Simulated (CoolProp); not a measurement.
The numbers come from the reference Helmholtz-energy equation of state, Thol 2012 in CoolProp.

**Question.** For benzene, give the phase and the Joule-Thomson coefficient (K/MPa), isothermal compressibility (1/MPa), viscosity (µPa s), fugacity coefficient at 620 K and 115 bar.

**Answer.** 
- 620 K and 115 bar: supercritical; Joule-Thomson coefficient 2.21, isothermal compressibility 0.0565, viscosity 48.5, fugacity coefficient 0.508

Viscosity comes from a separate model (Avgeri 2014).
